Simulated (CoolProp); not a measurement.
Saturation properties of hydrogen chloride (Tc = 324.7 K, pc = 83.14 bar, ω = 0.130).

Model: reference Helmholtz-energy equation of state, Thol 2018, in CoolProp.

```json
[
 {"T (K)": "182.8", "p (bar)": "0.7396", "liquid cp (kJ/(kg K))": "1.657", "vapour Z": "(withheld)"},
 {"T (K)": "198.7", "p (bar)": "1.779", "liquid cp (kJ/(kg K))": "1.668", "vapour Z": "0.9567"},
 {"T (K)": "214.5", "p (bar)": "3.698", "liquid cp (kJ/(kg K))": "1.692", "vapour Z": "0.9296"},
 {"T (K)": "230.4", "p (bar)": "6.933", "liquid cp (kJ/(kg K))": "1.734", "vapour Z": "0.8938"},
 {"T (K)": "246.2", "p (bar)": "11.90", "liquid cp (kJ/(kg K))": "1.802", "vapour Z": "0.8488"},
 {"T (K)": "262", "p (bar)": "19.13", "liquid cp (kJ/(kg K))": "1.911", "vapour Z": "0.7931"},
 {"T (K)": "277.9", "p (bar)": "29.25", "liquid cp (kJ/(kg K))": "2.102", "vapour Z": "0.7239"},
 {"T (K)": "293.7", "p (bar)": "(withheld)", "liquid cp (kJ/(kg K))": "2.494", "vapour Z": "0.6374"},
 {"T (K)": "309.6", "p (bar)": "(withheld)", "liquid cp (kJ/(kg K))": "(withheld)", "vapour Z": "0.5200"}
]
```

Complete the blanks.


- 182.8, vapour Z: 0.9762
- 293.7, p (bar): 42.81
- 309.6, p (bar): 60.83
- 309.6, liquid cp (kJ/(kg K)): 3.746

It boils at 188.2 K under 1 atm.
